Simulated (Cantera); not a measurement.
Feed: 1 mol borazine, 2.7 mol H₂, at 1050 K and 0.100 bar.

These are equilibrium values from Cantera (NASA tables, ideal gas, pure condensed phases), not measurements of a reactor. Candidate condensed phases: B, BN; 15 gas species. The feed counts by its element totals alone. Kinetics and transport are ignored.

Base state: H₂ 1.00 (mole fractions); condensed: BN(s).

Task: What changes in the equilibrium state with this change: borazine replaced by BCl₃?

Result: 
```
species     before  after
----------  ------  -----
H₂            1.00  0.654
BCl₃             0  0.224
HCl              0  0.122
BN(s), mol    3.00      0
B(s), mol        0  0.153
```
Gases not in the tables: BHCl₂.
